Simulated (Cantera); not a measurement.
# Pyrogenic steam for wet oxidation

An isothermal, constant-pressure homogeneous reactor starts with 43.6 % H2, 25.6 % O2, 30.8 % N2, equivalence ratio 0.85, at 1325 K and 1.00 bar.

Model: the H2/O2 subset of GRI-Mech 3.0, which has no nitrogen chemistry, integrated in Cantera. The temperature is held fixed by assumption; the heat of reaction is taken as removed at once.

```
t (s)         x H2    x O2   x H2O2    x HO2  x H2O      x OH
--------  --------  ------  -------  -------  -----  --------
7.00e-5    0.00703  0.0517  9.77e-6  8.52e-5  0.546   0.00227
0.000220   0.00101  0.0495  2.43e-6  2.80e-5  0.556  0.000628
0.000689  0.000126  0.0492  5.81e-7  4.70e-6  0.557  0.000242
0.00216    1.16e-5  0.0492  1.51e-7  5.87e-7  0.557  0.000111
0.00678    1.74e-6  0.0492  4.44e-8  1.20e-7  0.557   5.68e-5
0.0213     5.65e-7  0.0492  1.59e-8  4.96e-8  0.557   3.28e-5
0.0668     3.54e-7  0.0492  8.81e-9  3.82e-8  0.557   2.39e-5
0.210      3.39e-7  0.0492  8.18e-9  3.76e-8  0.557   2.30e-5
0.658      3.39e-7  0.0492  8.18e-9  3.76e-8  0.557   2.30e-5
2.06       3.39e-7  0.0492  8.18e-9  3.76e-8  0.557   2.30e-5
6.47       3.39e-7  0.0492  8.18e-9  3.76e-8  0.557   2.30e-5
20.3       3.39e-7  0.0492  8.18e-9  3.76e-8  0.557   2.30e-5
63.7       3.39e-7  0.0492  8.18e-9  3.76e-8  0.557   2.30e-5
200        3.39e-7  0.0492  8.18e-9  3.76e-8  0.557   2.30e-5
```
x: mole fraction; the columns are a selection and need not sum to one.

Equilibrium at this temperature and pressure: H2 3.39e-7, O2 0.0492, H2O2 8.18e-9, HO2 3.76e-8, H2O 0.557, OH 2.30e-5 (gas phase only).
